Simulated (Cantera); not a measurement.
A diamond (100) surface in a fixed gas of H2 with x(CH4) = 0.029, x(CH3) = 0.00095, at 975 K, 0.150 bar; coverages are run to steady state.

Cantera simulation using the Harris–Goodwin 1993 mechanism for the reconstructed diamond (100) surface; the numbers are that mechanism's predictions, not measurements.

θ: site fractions in the mechanism's names (c6HH fully hydrogenated, c6H* and c6*H radical sites, c6** diradical, c6HM methylated).

| x(H) | growth (µm/h) | θ c6HH | θ c6H* | θ c6*H | θ c6** | θ c6HM |
|---|---|---|---|---|---|---|
| 0.0001 | (withheld) | 0.141 | 0.00293 | 0.0644 | 0.000372 | 0.594 |
| 0.00022 | (withheld) | 0.198 | 0.00455 | 0.100 | 0.000978 | 0.522 |
| 0.00046 | (withheld) | 0.276 | 0.00673 | 0.148 | 0.00207 | 0.425 |
| 0.001 | (withheld) | 0.375 | 0.00947 | 0.208 | 0.00369 | 0.303 |
| 0.0022 | (withheld) | 0.469 | 0.0121 | 0.265 | 0.00538 | 0.186 |
| 0.0046 | (withheld) | 0.535 | 0.0140 | 0.305 | 0.00660 | 0.105 |
| 0.01 | 61.9 | 0.577 | 0.0153 | 0.330 | 0.00742 | 0.0530 |
| 0.021 | 64.9 | 0.598 | 0.0162 | 0.342 | 0.00787 | 0.0264 |
| 0.046 | 66.7 | 0.609 | 0.0173 | 0.349 | 0.00819 | 0.0124 |

**Question.** Some entries are withheld; supply them.

**Answer.** 
- 0.0001, growth (µm/h): 6.84
- 0.00022, growth (µm/h): 13.3
- 0.00046, growth (µm/h): 22.7
- 0.001, growth (µm/h): 35.2
- 0.0022, growth (µm/h): 47.6
- 0.0046, growth (µm/h): 56.2
